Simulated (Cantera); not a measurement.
Cantera run:

```python
import numpy as np
import cantera as ct

gas_names = """
    AL ALCL ALCL2 ALCL3 ALH ALO ALOCL ALOH ALO2 ALO2H AL2 AL2CL6 AL2O AL2O2 CL CLO CL2 H HALO HCL HOCL
    HO2 H2 H2O H2O2 O OH O2 O3
""".split()
cond_names = """
    AL(cr) AL(L) ALCL3(s) ALCL3(L) AL2O3(a) AL2O3(L) H2O(s) H2O(L)
""".split()


# ... load() reads the species with a 1 bar reference pressure and builds the phases ...
atoms = {
    'AlCl3': {'AL': 1, 'CL': 3},
    'O2': {'O': 2},
    'H2': {'H': 2},
}
top_T = {}  # K; cautious upper limits of use, not melting points


# ... equilibrate(T, P, feed) seeds the gas with the atoms and calls Mixture.equilibrate('TP', solver="vcs", rtol=1e-11, max_steps=5000) ...
results = []
feed = {'AlCl3': 1, 'O2': 14, 'H2': 79}  # mol
T = 2073.15  # K
for P in [10, 28, 77, 220, 600, 1700, 4600, 13000, 36000, 100000]:
    mix = equilibrate(T, P, feed)
    results.append((T, P, feed, dict(zip(mix.species_names, mix.species_moles))))

top = {s: max(r[3][s] / sum(r[3][g] for g in gas_names) for r in results) for s in gas_names}
cols = sorted((s for s in top if top[s] > 0.0001), key=lambda s: -top[s])[:7]
seen = [c for c in cond_names if any(r[3].get(c, 0) > 1e-12 for r in results)]
print("log10 of partial pressures in bar; condensed amounts in mol")
print(f"{'P/Pa':>10s}" + "".join(f"{s[:9]:>10s}" for s in cols + seen))
for T, P, feed, n in results:
    ng = sum(n[g] for g in gas_names)
    print(f"{P:10.4g}" + "".join(f"{np.log10(max(n[s] / ng * P / 1e5, 1e-99)):10.3f}" for s in cols)
          + "".join(f"{n.get(c, 0):10.4g}" for c in seen))
```

Output:

```
log10 of partial pressures in bar; condensed amounts in mol
      P/Pa        H2       H2O         H       HCL        OH        CL         O  AL2O3(a)
        10    -4.311    -4.556    -4.735    -5.584    -5.924    -6.140    -6.493    0.4942
        28    -3.819    -4.077    -4.489    -5.075    -5.692    -5.877    -6.506    0.4966
        77    -3.353    -3.621    -4.256    -4.599    -5.468    -5.634    -6.515    0.4979
       220    -2.880    -3.155    -4.020    -4.120    -5.238    -5.391    -6.522    0.4988
       600    -2.435    -2.713    -3.797    -3.671    -5.019    -5.165    -6.526    0.4993
      1700    -1.977    -2.257    -3.568    -3.210    -4.793    -4.933    -6.528    0.4996
      4600    -1.541    -1.823    -3.350    -2.773    -4.576    -4.714    -6.529    0.4997
   1.3e+04    -1.087    -1.370    -3.123    -2.319    -4.350    -4.487    -6.530    0.4998
   3.6e+04    -0.644    -0.927    -2.902    -1.875    -4.129    -4.265    -6.531    0.4999
     1e+05    -0.199    -0.483    -2.679    -1.430    -3.907    -4.042    -6.531    0.4999
```

Equilibrium computed with Cantera from the NASA thermochemical tables; the gas is ideal and each condensed phase is pure. The tables' values for AlOH are old estimates; treat these amounts as uncertain. Gases not in the tables: Al(OH)3.
